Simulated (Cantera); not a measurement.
**Premixed flame**

A freely propagating, adiabatic, planar premixed flame of CO : H2 : CH4 : O2 : N2 = 1 : 0.86 : 0.12 : 0.975 : 3.67 (molar parts), unburnt at 650 K and 0.133 bar; mixture-averaged transport, grid criteria slope 0.08 and curve 0.16, no radiation.

Model: GRI-Mech 3.0 (53 species, 325 reactions), integrated in Cantera. Burning velocities carry a grid error of a few per cent, more on coarse grids.

```csv
z (mm),T (K),u (m/s),x CO,x H2,x CH4,x OH,x NO,x H
-11.2,650,4.87,0.151,0.130,0.0181,<1e-8,<1e-8,<1e-8
-7.44,650,4.87,0.151,0.130,0.0181,<1e-8,<1e-8,3.76e-8
-5.58,650,4.87,0.151,0.130,0.0181,<1e-8,<1e-8,9.40e-7
-3.72,651,4.87,0.151,0.130,0.0181,1.67e-6,<1e-8,3.80e-5
-1.86,685,5.12,0.151,0.125,0.0181,8.90e-5,<1e-8,0.00157
-0.931,807,6.00,0.150,0.111,0.0171,0.000320,<1e-8,0.00836
0,1174,8.72,0.150,0.0719,0.00546,0.00267,1.64e-7,0.0304
0.931,1382,10.2,0.132,0.0323,7.56e-5,0.00600,1.10e-6,0.0538
1.86,1462,10.8,0.112,0.0246,4.89e-7,0.00721,2.65e-6,0.0618
3.72,1561,11.4,0.0900,0.0265,<1e-8,0.00874,6.04e-6,0.0640
7.44,1667,12.0,0.0820,0.0285,<1e-8,0.0103,1.22e-5,0.0576
14.9,1788,12.8,0.0843,0.0282,<1e-8,0.0120,2.17e-5,0.0456
29.8,1925,13.6,0.0861,0.0269,<1e-8,0.0134,3.63e-5,0.0335
```
x: mole fraction of selected species; z is measured from the peak of heat release.

```
Item                         Value
------------------------  --------
laminar burning velocity  487 cm/s
thermal thickness          3.72 mm
peak x(OH)                  0.0141
peak x(H)                   0.0642
grid points                    193
```
